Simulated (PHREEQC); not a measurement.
A PHREEQC speciation (ion-association model, wateq4f.dat) at 25 °C gives pH 6.28 and these molalities:

| species | mol/kgw |
|---|---|
| Br- | 0.0187 |
| CdBr+ | 0.00809 |
| Cd+2 | 0.00531 |
| CdBr2 | 0.000600 |

Problem. What are the element totals, and what could have been dissolved in 1 kg of water to give them?

Solution. One answer among several that fit: totals Br 0.0280, Cd 0.0140 mol/kgw, from 0.014 mol/kgw CdBr2.

This is a speciation only: nothing precipitates in the calculation.
